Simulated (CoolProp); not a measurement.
Vapour-liquid equilibrium of R22 (1) + acetone (2) at 319.4 K; x and y are mole fractions of (1).

Model: multi-fluid Helmholtz-energy mixture model, Kamei 1995 and Lemmon 2006; pair parameters Bell 2016, in CoolProp.

```
x      bubble pressure (kPa)  y at the bubble point  dew pressure at overall composition x (kPa)  liquid density (mol/L)
-----  ---------------------  ---------------------  -------------------------------------------  ----------------------
0.05                   140.8                  0.502                                        75.29                   13.14
0.125                  219.5                  0.691                                        81.66                   13.22
0.2                    285.5                  0.773                                        89.16                   13.31
0.275                  351.1                  0.825                                        98.14                   13.39
0.35                   424.1                  0.865                                        109.1                   13.48
0.425                  510.2                  0.899                                        122.8                   13.55
0.5                    614.3                  0.926                                        140.4                   13.62
0.575                  740.3                  0.948                                        163.7                   13.67
0.65                   890.4                  0.965                                        195.9                   13.69
0.725                   1064                  0.978                                        242.9                   13.67
0.8                     1256                  0.987                                        316.5                   13.58
0.875                   1458                  0.994                                        445.9                   13.41
0.95                    1655                  0.998                                        753.8                   13.08
```

No azeotrope shows between x = 0.05 and 0.95.

Pair parameters are fitted to limited data, so mixtures are less certain than the pure fluids.
